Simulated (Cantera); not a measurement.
What does this Cantera script print?

```python
import numpy as np
import cantera as ct

gas_names = """
    CL CL2 H HCL H2 Si SiCL SiCL2 SiCL3 SiCL4 SiH SiHCL3 SiH2 SiH2CL2 SiH3 SiH3CL SiH4 Si2 Si3
""".split()
cond_names = """
    Si(cr) Si(L)
""".split()


# ... load() reads the species with a 1 bar reference pressure and builds the phases ...
atoms = {
    'Si': {'Si': 1},
    'Cl2': {'CL': 2},
    'H2': {'H': 2},
}
top_T = {}  # K; cautious upper limits of use, not melting points


# ... equilibrate(T, P, feed) seeds the gas with the atoms and calls Mixture.equilibrate('TP', solver="vcs", rtol=1e-11, max_steps=5000) ...
results = []
feed = {'Si': 1, 'Cl2': 1.9, 'H2': 0.5}  # mol
P = 620000  # Pa
for T in [525, 600, 675, 750, 825, 900, 975, 1050, 1125]:
    mix = equilibrate(T, P, feed)
    results.append((T, P, feed, dict(zip(mix.species_names, mix.species_moles))))

top = {s: max(r[3][s] / sum(r[3][g] for g in gas_names) for r in results) for s in gas_names}
cols = sorted((s for s in top if top[s] > 0.001), key=lambda s: -top[s])[:5]
seen = [c for c in cond_names if any(r[3].get(c, 0) > 1e-12 for r in results)]
print("log10 of partial pressures in bar; condensed amounts in mol")
print(f"{'T/K':>10s}" + "".join(f"{s[:9]:>10s}" for s in cols + seen))
for T, P, feed, n in results:
    ng = sum(n[g] for g in gas_names)
    print(f"{T:10.4g}" + "".join(f"{np.log10(max(n[s] / ng * P / 1e5, 1e-99)):10.3f}" for s in cols)
          + "".join(f"{n.get(c, 0):10.4g}" for c in seen))
```

Result:

```
log10 of partial pressures in bar; condensed amounts in mol
       T/K     SiCL4        H2    SiHCL3       HCL     SiCL3
       525     0.550     0.248    -0.061    -4.583    -7.018
       600     0.551     0.248    -0.063    -3.699    -5.686
       675     0.551     0.248    -0.065    -3.018    -4.648
       750     0.551     0.248    -0.066    -2.480    -3.817
       825     0.550     0.246    -0.066    -2.045    -3.136
       900     0.549     0.244    -0.064    -1.690    -2.567
       975     0.547     0.239    -0.060    -1.396    -2.083
      1050     0.543     0.233    -0.057    -1.151    -1.667
      1125     0.537     0.225    -0.058    -0.940    -1.311
```

Cantera equilibrium calculation (NASA polynomials, part measured and part estimated; ideal gas, pure solids and liquids). The tables' values for SiCl3 are old estimates; treat these amounts as uncertain.
